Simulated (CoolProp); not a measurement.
Vapour-liquid equilibrium of R152A (1) + R134a (2) at 176.2 K; x and y are mole fractions of (1).

Values from CoolProp's multi-fluid Helmholtz-energy mixture model, Outcalt 1996 and Tillner-Roth 1994; pair parameters Lemmon 2004.

```json
[
 {"x": "0.05", "bubble pressure, mixture model (kPa)": "0.7529", "bubble pressure, Raoult's law (kPa)": "0.7714", "y, mixture model": "0.029", "y, Raoult's law": "0.051"},
 {"x": "0.15", "bubble pressure, mixture model (kPa)": "0.7193", "bubble pressure, Raoult's law (kPa)": "0.7732", "y, mixture model": "0.101", "y, Raoult's law": "0.153"},
 {"x": "0.25", "bubble pressure, mixture model (kPa)": "0.6899", "bubble pressure, Raoult's law (kPa)": "0.7751", "y, mixture model": "0.192", "y, Raoult's law": "0.254"},
 {"x": "0.35", "bubble pressure, mixture model (kPa)": "0.6677", "bubble pressure, Raoult's law (kPa)": "0.7770", "y, mixture model": "0.304", "y, Raoult's law": "0.355"},
 {"x": "0.45", "bubble pressure, mixture model (kPa)": "0.6555", "bubble pressure, Raoult's law (kPa)": "0.7788", "y, mixture model": "0.432", "y, Raoult's law": "0.456"},
 {"x": "0.55", "bubble pressure, mixture model (kPa)": "0.6555", "bubble pressure, Raoult's law (kPa)": "0.7807", "y, mixture model": "0.568", "y, Raoult's law": "0.556"},
 {"x": "0.65", "bubble pressure, mixture model (kPa)": "0.6684", "bubble pressure, Raoult's law (kPa)": "0.7825", "y, mixture model": "0.699", "y, Raoult's law": "0.655"},
 {"x": "0.75", "bubble pressure, mixture model (kPa)": "0.6934", "bubble pressure, Raoult's law (kPa)": "0.7844", "y, mixture model": "0.814", "y, Raoult's law": "0.754"},
 {"x": "0.85", "bubble pressure, mixture model (kPa)": "0.7280", "bubble pressure, Raoult's law (kPa)": "0.7863", "y, mixture model": "0.906", "y, Raoult's law": "0.853"},
 {"x": "0.95", "bubble pressure, mixture model (kPa)": "0.7682", "bubble pressure, Raoult's law (kPa)": "0.7881", "y, mixture model": "0.974", "y, Raoult's law": "0.951"}
]
```

The largest gap from Raoult's law is -16.0 % in bubble pressure, at x = 0.55. y crosses x between x = 0.45 and 0.55: the model has an azeotrope there.

The pair parameters rest on a limited set of measurements; away from them the model extrapolates.
